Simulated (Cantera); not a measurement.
A closed system holds: 1 mol B, 2.1 mol O₂, 8.6 mol H₂, equilibrated at 1275 K and 0.255 Torr.

Cantera equilibrium calculation (NASA polynomials, part measured and part estimated; ideal gas, pure solids and liquids). Candidate condensed phases: B, B₂O₃, B₃O₃H₃, H₂O; 23 gas species. Rates play no part.

Base state: H₂ 0.664, H₂O 0.272, HBO₂ 0.0640, B₂O₃ 0.000270, H 3.26e-5, (HBO₂)₃ 2.34e-5, HBO 1.65e-5 (mole fractions); condensed: B₂O₃(l).

What changes in the equilibrium state with this change: B replaced by BCl₃?


```csv
species,before,after
H₂,0.664,0.423
HCl,0,0.288
H₂O,0.272,0.230
HBO₂,0.0640,0.0589
Cl,0,1.50e-5
BOCl,0,1.36e-5
HBO,1.65e-5,1.14e-5
(HBO₂)₃,2.34e-5,1.82e-5
H,3.26e-5,2.60e-5
"B₂O₃(l), mol",0.213,0.190
```
The tables' values for BOCl are old estimates; treat these amounts as uncertain.
